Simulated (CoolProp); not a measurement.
Properties of n-perfluorohexane along the isobar 912 kPa.

Model: reference Helmholtz-energy equation of state, Gao 2022, in CoolProp.

| T (°C) | phase | density (kg/m³) | cv (kJ/(kg K)) | isothermal compressibility (1/MPa) | fugacity coefficient |
|---|---|---|---|---|---|
| -28.05 | liquid | 1827 | 0.7716 | 0.001572 | 0.001762 |
| -11.05 | liquid | 1781 | 0.7987 | 0.001836 | 0.005394 |
| 6.05 | liquid | 1734 | 0.8248 | 0.002178 | 0.01394 |
| 23.15 | liquid | 1685 | 0.8496 | 0.002630 | 0.03122 |
| 40.25 | liquid | 1635 | 0.8732 | 0.003248 | 0.06215 |
| 57.35 | liquid | 1583 | 0.8957 | 0.004129 | 0.1122 |
| 74.35 | liquid | 1528 | 0.9173 | 0.005443 | 0.1861 |
| 91.45 | liquid | 1467 | 0.9384 | 0.007574 | 0.2887 |
| 108.55 | liquid | 1398 | 0.9594 | 0.01140 | 0.4217 |
| 125.65 | liquid | 1316 | 0.9810 | 0.01961 | 0.5844 |
| 159.75 | gas | 115.4 | 0.9884 | 1.604 | 0.7958 |
| 176.85 | gas | 104.6 | 1.000 | 1.455 | 0.8231 |
